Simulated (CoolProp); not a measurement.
Vapour-liquid equilibrium of propane (1) + R134a (2) at 293.9 K; x and y are mole fractions of (1).

Values from CoolProp's multi-fluid Helmholtz-energy mixture model, Lemmon 2009 and Tillner-Roth 1994; pair parameters Bell 2016.

```
x      bubble pressure, mixture model (bar)  bubble pressure, Raoult's law (bar)  y, mixture model  y, Raoult's law
-----  ------------------------------------  -----------------------------------  ----------------  ---------------
0.05                                  7.050                                5.985             0.185            0.071
0.125                                 8.348                                6.186             0.336            0.172
0.2                                   9.206                                6.387             0.422            0.267
0.275                                 9.767                                6.588             0.477            0.356
0.35                                  10.13                                6.789               [?]            0.440
0.425                                 10.37                                6.990             0.549            0.519
0.5                                   10.53                                7.191             0.577            0.593
0.575                                   [?]                                7.392             0.605            0.664
0.65                                  10.62                                7.593             0.636            0.730
0.725                                 10.55                                7.794             0.673            0.794
0.8                                   10.35                                7.995               [?]            0.854
0.875                                 9.948                                8.196               [?]            0.911
0.95                                  9.246                                8.397             0.894            0.965
```

**Question.** Fill in the missing entries.

**Answer.** 
- 0.35, y, mixture model: 0.517
- 0.575, bubble pressure, mixture model (bar): 10.61
- 0.8, y, mixture model: 0.722
- 0.875, y, mixture model: 0.790

The largest gap from Raoult's law is +49.2 % in bubble pressure, at x = 0.35. y crosses x between x = 0.575 and 0.65: the model has an azeotrope there.

Pair parameters are fitted to limited data, so mixtures are less certain than the pure fluids.
